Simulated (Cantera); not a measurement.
An adiabatic, constant-volume homogeneous reactor starts with CH4 : O2 : N2 = 1 : 2.04 : 7.67 (molar parts), equivalence ratio 0.98, at 1525 K and 1.90 bar. Integrator tolerance rtol = 1e-08.

Model: GRI-Mech 3.0 (53 species, 325 reactions), integrated in Cantera.

**Question.** What does this change do: initial temperature 1525 to 1250 K?

**Answer.** 
```tsv
quantity	before	after
time of steepest temperature rise	0.529 ms	12.4 ms
temperature at 3.00 s	2959 K	2880 K
equilibrium temperature	2959 K	2880 K
x(CH4) at 3.00 s	<1e-12 (gas-phase equilibrium <1e-12)	<1e-12 (gas-phase equilibrium <1e-12)
x(O2) at 3.00 s	0.0215 (gas-phase equilibrium 0.0215)	0.0188 (gas-phase equilibrium 0.0188)
x(H2) at 3.00 s	0.0192 (gas-phase equilibrium 0.0192)	0.0153 (gas-phase equilibrium 0.0153)
x(H2O) at 3.00 s	0.142 (gas-phase equilibrium 0.142)	0.152 (gas-phase equilibrium 0.152)
x(CO2) at 3.00 s	0.0446 (gas-phase equilibrium 0.0446)	0.0522 (gas-phase equilibrium 0.0522)
x(C2H) at 3.00 s	<1e-12 (gas-phase equilibrium <1e-12)	<1e-12 (gas-phase equilibrium <1e-12)
x(CH2O) at 3.00 s	1.33e-9 (gas-phase equilibrium 1.33e-9)	1.06e-9 (gas-phase equilibrium 1.06e-9)
```

**Question.** What does this change do: O2 2.04 to 0.75 parts?

**Answer.** 
| quantity | before | after |
|---|---|---|
| time of steepest temperature rise | 0.529 ms | 2.02 ms |
| temperature at 3.00 s | 2959 K | 2087 K |
| equilibrium temperature | 2959 K | 2087 K |
| x(CH4) at 3.00 s | <1e-12 (gas-phase equilibrium <1e-12) | 1.39e-9 (gas-phase equilibrium 1.60e-9) |
| x(O2) at 3.00 s | 0.0215 (gas-phase equilibrium 0.0215) | 8.25e-9 (gas-phase equilibrium 8.25e-9) |
| x(H2) at 3.00 s | 0.0192 (gas-phase equilibrium 0.0192) | 0.145 (gas-phase equilibrium 0.145) |
| x(H2O) at 3.00 s | 0.142 (gas-phase equilibrium 0.142) | 0.0416 (gas-phase equilibrium 0.0416) |
| x(CO2) at 3.00 s | 0.0446 (gas-phase equilibrium 0.0446) | 0.00518 (gas-phase equilibrium 0.00518) |
| x(C2H) at 3.00 s | <1e-12 (gas-phase equilibrium <1e-12) | <1e-12 (gas-phase equilibrium <1e-12) |
| x(CH2O) at 3.00 s | 1.33e-9 (gas-phase equilibrium 1.33e-9) | 1.53e-8 (gas-phase equilibrium 1.53e-8) |
